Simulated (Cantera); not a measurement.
Input: 1 mol Cu, a varied amount of O₂, 4.9 mol CO, held at 13.0 bar.

Cantera equilibrium calculation (NASA polynomials, part measured and part estimated; ideal gas, pure solids and liquids). Candidate condensed phases: C, Cu, CuO, Cu₂O; 15 gas species. Kinetics and transport are ignored.

Stable condensed phases, one row left out:

```
T in K \ n(O₂) in mol
         0.025 0.035 0.049 0.068 0.095  0.13  0.18
   1400      A     A     A     B     B     B     B
   1350      A     A     A     A     B     B     B
   1300      A     A     A     A     A     A     B
   1200      A     A     A     A     A     A     A
   1150      A     A     A     A     A     A     A
   1100      A     A     A     A     A     A     A
   1050      A     A     A     A     A     A     A
   1000      A     A     A     A     A     A     A
    950      A     A     A     A     A     A     A
    900      A     A     A     A     A     A     A
```

A: C + Cu; B: Cu.

Task: Give the row for 1250 K.

Result: 0.025: C + Cu; 0.035: C + Cu; 0.049: C + Cu; 0.068: C + Cu; 0.095: C + Cu; 0.13: C + Cu; 0.18: C + Cu.
